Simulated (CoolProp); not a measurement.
Methanol along the isobar 38 MPa: Z from the reference equation and from simpler models built on Tc = 513.4 K, pc = 8.216 MPa, ω = 0.565; each cubic takes its own stable root.

Computed with CoolProp (reference Helmholtz-energy equation of state, de Reuck 1993).

| T (K) | phase | reference | van der Waals | Redlich-Kwong | Soave-Redlich-Kwong | Peng-Robinson |
|---|---|---|---|---|---|---|
| 315.3 | liquid | 0.5776 | 1.143 | 0.8006 | 0.7637 | 0.6806 |
| 325.3 | liquid | 0.5655 | 1.117 | 0.7848 | 0.7478 | 0.6662 |
| 335.3 | liquid | 0.5542 | 1.092 | 0.7703 | 0.7332 | 0.6531 |
| 345.3 | liquid | 0.5437 | 1.069 | 0.7570 | 0.7200 | 0.6411 |
| 355.3 | liquid | 0.5340 | 1.048 | 0.7448 | 0.7081 | 0.6304 |
| 365.3 | liquid | 0.5251 | 1.028 | 0.7336 | 0.6973 | 0.6207 |
| 375.3 | liquid | 0.5169 | 1.009 | 0.7235 | 0.6877 | 0.6120 |
| 385.3 | liquid | 0.5094 | 0.9913 | 0.7143 | 0.6791 | 0.6044 |
| 395.3 | liquid | 0.5025 | 0.9749 | 0.7060 | 0.6717 | 0.5977 |
